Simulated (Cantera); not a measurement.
Cantera run, input and output.

```python
import numpy as np
import cantera as ct

gas = ct.Solution("gri30.yaml")
gas.TPX = 525, 100000, {'C2H6': 1, 'O2': 2.69, 'N2': 8.88, 'H2O': 1.3}
flame = ct.FreeFlame(gas, width=0.04)
flame.set_refine_criteria(ratio=3, slope=0.08, curve=0.16)
flame.transport_model = "mixture-averaged"
flame.solve(loglevel=0, auto=True)
z, T = flame.grid, flame.T
thick = (T[-1] - T[0]) / np.gradient(T, z).max()
show = ['C2H6', 'O2', 'H2O', 'H2', 'CH2O', 'CH3']
print(f"laminar burning velocity  {flame.velocity[0] * 100:.3f} cm/s")
print(f"burnt temperature         {T[-1]:.1f} K")
print(f"thermal thickness         {thick * 1e3:.4f} mm")
print(f"grid points               {len(z)}")
z0 = z[flame.heat_release_rate.argmax()]
print(f"{'z/mm':>9s}{'T/K':>9s}{'u/(m/s)':>9s}" + "".join(f"{s:>11s}" for s in show))
rows = []
for k in (-3, -2, -1.5, -1, -0.5, -0.25, 0, 0.25, 0.5, 1, 2, 4, 8):
    zz = z0 + k * thick
    rows.append([k * thick, np.interp(zz, z, T), np.interp(zz, z, flame.velocity),
                 *(np.interp(zz, z, flame.X[gas.species_index(s)]) for s in show)])
    print(f"{rows[-1][0] * 1e3:9.3f}{rows[-1][1]:9.1f}{rows[-1][2]:9.3f}" + "".join(f"{x:11.3e}" for x in rows[-1][3:]))
```

Result:

```
laminar burning velocity  89.273 cm/s
burnt temperature         2217.7 K
thermal thickness         0.3516 mm
grid points               149
     z/mm      T/K  u/(m/s)       C2H6         O2        H2O         H2       CH2O        CH3
   -1.055    525.2    0.895  7.192e-02  1.934e-01  9.351e-02  2.604e-03  1.588e-07  1.117e-10
   -0.703    527.1    0.902  7.162e-02  1.925e-01  9.341e-02  6.735e-03  2.262e-06  1.169e-09
   -0.527    537.5    0.925  7.109e-02  1.906e-01  9.427e-02  1.208e-02  1.875e-05  1.019e-08
   -0.352    612.7    1.069  6.851e-02  1.825e-01  1.015e-01  2.222e-02  2.146e-04  5.565e-07
   -0.176   1039.7    1.880  4.696e-02  1.399e-01  1.397e-01  3.803e-02  1.886e-03  3.441e-04
   -0.088   1443.5    2.686  1.910e-02  9.484e-02  1.752e-01  4.603e-02  2.021e-03  2.762e-03
    0.000   1805.3    3.433  1.241e-03  4.701e-02  2.085e-01  4.903e-02  7.049e-04  3.269e-03
    0.088   1982.7    3.781  6.841e-06  1.886e-02  2.253e-01  4.613e-02  1.552e-04  7.547e-04
    0.176   2039.1    3.876  2.371e-08  7.953e-03  2.299e-01  4.401e-02  2.497e-05  1.089e-04
    0.352   2072.3    3.918  4.741e-12  2.974e-03  2.295e-01  4.421e-02  4.394e-07  1.839e-06
    0.703   2103.3    3.962  2.010e-17  1.808e-03  2.294e-01  4.518e-02  1.680e-09  2.561e-09
    1.406   2138.5    4.019  1.306e-21  1.152e-03  2.320e-01  4.505e-02  1.076e-09  5.214e-13
    2.813   2172.4    4.074  1.147e-25  6.041e-04  2.350e-01  4.468e-02  1.096e-09  1.238e-13
```

Model: GRI-Mech 3.0 (53 species, 325 reactions), integrated in Cantera. Burning velocities carry a grid error of a few per cent, more on coarse grids.
